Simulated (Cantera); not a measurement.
Cantera run:

```python
import numpy as np
import cantera as ct

gas_names = """
    CL CL2 H HCL H2 N NH NH2 NH3 N2 N2H2 N2H4 Si SiCL SiCL2 SiCL3 SiCL4 SiH SiHCL3 SiH2 SiH2CL2 SiH3
    SiH3CL SiH4 SiN Si2 Si2N Si3
""".split()
cond_names = """
    NH4CL(a) NH4CL(b) Si(cr) Si(L) Si3N4(a)
""".split()


# ... load() reads the species with a 1 bar reference pressure and builds the phases ...
atoms = {
    'SiH2Cl2': {'Si': 1, 'H': 2, 'CL': 2},
    'N2': {'N': 2},
}
top_T = {'Si3N4(a)': 2400}  # K; cautious upper limits of use, not melting points


# ... equilibrate(T, P, feed) seeds the gas with the atoms and calls Mixture.equilibrate('TP', solver="vcs", rtol=1e-11, max_steps=5000) ...
results = []
T = 1123  # K
P = 101325  # Pa
for m in [14, 30, 45, 60, 76, 91, 110, 120, 140, 150, 170, 180, 200]:
    feed = {'SiH2Cl2': 1, 'N2': m}  # mol
    mix = equilibrate(T, P, feed)
    results.append((T, P, feed, dict(zip(mix.species_names, mix.species_moles))))
    x = sorted(zip(gas.X, gas.species_names), reverse=True)
    print(f"T = {T:g} K  P = {P:g} Pa  n(N2) = {m:g} mol  gas = {mix.phase_moles(0):.4g} mol")
    print("   x: " + "  ".join(f"{s} {v:.3e}" for v, s in x if v > 1e-06))
    print("   condensed (mol): " + ("  ".join(f"{mix.phase(i).name} {mix.phase_moles(i):.4g}"
          for i in range(1, mix.n_phases) if mix.phase_moles(i) > 1e-12) or "none"))
```

Output:

```
T = 1123 K  P = 101325 Pa  n(N2) = 14 mol  gas = 15.27 mol
   x: N2 8.819e-01  HCL 7.944e-02  H2 2.574e-02  SiCL4 1.281e-02  SiHCL3 7.118e-05  SiCL3 3.127e-05  NH3 1.102e-06
   condensed (mol): Si3N4(a) 0.2676
T = 1123 K  P = 101325 Pa  n(N2) = 30 mol  gas = 31.28 mol
   x: N2 9.415e-01  HCL 4.214e-02  H2 1.089e-02  SiCL4 5.422e-03  SiHCL3 2.403e-05  SiCL3 1.623e-05
   condensed (mol): Si3N4(a) 0.2764
T = 1123 K  P = 101325 Pa  n(N2) = 45 mol  gas = 46.28 mol
   x: N2 9.602e-01  HCL 2.964e-02  H2 6.783e-03  SiCL4 3.376e-03  SiHCL3 1.325e-05  SiCL3 1.134e-05
   condensed (mol): Si3N4(a) 0.2809
T = 1123 K  P = 101325 Pa  n(N2) = 60 mol  gas = 61.28 mol
   x: N2 9.698e-01  HCL 2.298e-02  H2 4.822e-03  SiCL4 2.400e-03  SiCL3 8.764e-06  SiHCL3 8.635e-06
   condensed (mol): Si3N4(a) 0.2839
T = 1123 K  P = 101325 Pa  n(N2) = 76 mol  gas = 77.29 mol
   x: N2 9.759e-01  HCL 1.861e-02  H2 3.633e-03  SiCL4 1.808e-03  SiCL3 7.080e-06  SiHCL3 6.055e-06
   condensed (mol): Si3N4(a) 0.2864
T = 1123 K  P = 101325 Pa  n(N2) = 91 mol  gas = 92.29 mol
   x: N2 9.798e-01  HCL 1.582e-02  H2 2.924e-03  SiCL4 1.455e-03  SiCL3 6.011e-06  SiHCL3 4.612e-06
   condensed (mol): Si3N4(a) 0.2882
T = 1123 K  P = 101325 Pa  n(N2) = 110 mol  gas = 111.3 mol
   x: N2 9.832e-01  HCL 1.332e-02  H2 2.323e-03  SiCL4 1.156e-03  SiCL3 5.056e-06  SiHCL3 3.458e-06
   condensed (mol): Si3N4(a) 0.2901
T = 1123 K  P = 101325 Pa  n(N2) = 120 mol  gas = 121.3 mol
   x: N2 9.846e-01  HCL 1.231e-02  H2 2.090e-03  SiCL4 1.040e-03  SiCL3 4.669e-06  SiHCL3 3.028e-06
   condensed (mol): Si3N4(a) 0.291
T = 1123 K  P = 101325 Pa  n(N2) = 140 mol  gas = 141.3 mol
   x: N2 9.867e-01  HCL 1.069e-02  H2 1.731e-03  SiCL4 8.613e-04  SiCL3 4.052e-06  SiHCL3 2.392e-06
   condensed (mol): Si3N4(a) 0.2925
T = 1123 K  P = 101325 Pa  n(N2) = 150 mol  gas = 151.3 mol
   x: N2 9.876e-01  HCL 1.003e-02  H2 1.591e-03  SiCL4 7.915e-04  SiCL3 3.803e-06  SiHCL3 2.152e-06
   condensed (mol): Si3N4(a) 0.2931
T = 1123 K  P = 101325 Pa  n(N2) = 170 mol  gas = 171.3 mol
   x: N2 9.890e-01  HCL 8.945e-03  H2 1.365e-03  SiCL4 6.787e-04  SiCL3 3.388e-06  SiHCL3 1.776e-06
   condensed (mol): Si3N4(a) 0.2943
T = 1123 K  P = 101325 Pa  n(N2) = 180 mol  gas = 181.3 mol
   x: N2 9.896e-01  HCL 8.486e-03  H2 1.272e-03  SiCL4 6.326e-04  SiCL3 3.213e-06  SiHCL3 1.626e-06
   condensed (mol): Si3N4(a) 0.2948
T = 1123 K  P = 101325 Pa  n(N2) = 200 mol  gas = 201.3 mol
   x: N2 9.906e-01  HCL 7.700e-03  H2 1.117e-03  SiCL4 5.556e-04  SiCL3 2.915e-06  SiHCL3 1.382e-06
   condensed (mol): Si3N4(a) 0.2958
```

Cantera equilibrium calculation (NASA polynomials, part measured and part estimated; ideal gas, pure solids and liquids). N2 is the only nitrogen source here; it is nearly inert below about 1500 K, so the nitride shown seldom forms there in practice. The tables' values for SiCl3 are old estimates; treat these amounts as uncertain.
